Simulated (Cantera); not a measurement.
Feed: 1 mol Si, a varied amount of Cl2, 4.6 mol H2, at 723.15 K and 0.100 bar.

Cantera equilibrium calculation (NASA polynomials, part measured and part estimated; ideal gas, pure solids and liquids). Candidate condensed phases: Si; 19 gas species. The tables' values for SiCl3 are old estimates; treat these amounts as uncertain. Equilibrium is a limit: real reactors are often held back by kinetics, nucleation or transport.

x: gas mole fraction; n: condensed amount in mol.

| n(Cl2) (mol) | x H2 | x SiCl4 | x HCl | x SiHCl3 | n Si(s) |
|---|---|---|---|---|---|
| 0.5 | 0.943 | 0.0383 | 0.000623 | 0.0174 | ___ |
| 0.75 | 0.917 | 0.0578 | 0.000681 | 0.0233 | ___ |
| 0.99 | 0.894 | 0.0761 | 0.000720 | 0.0283 | ___ |
| 1.2 | 0.875 | 0.0916 | 0.000746 | 0.0322 | ___ |
| 1.5 | 0.848 | 0.113 | 0.000775 | 0.0371 | ___ |
| 1.7 | 0.831 | 0.127 | 0.000789 | 0.0400 | ___ |
| 2 | 0.815 | 0.172 | 0.00650 | 0.00646 | 0 |
| 2.2 | 0.758 | 0.172 | 0.0695 | 0.000561 | 0 |

### Question
Complete the blanks.

### Answer

- 0.5, n Si(s): 0.728
- 0.75, n Si(s): 0.595
- 0.99, n Si(s): 0.468
- 1.2, n Si(s): 0.357
- 1.5, n Si(s): 0.200
- 1.7, n Si(s): 0.0947
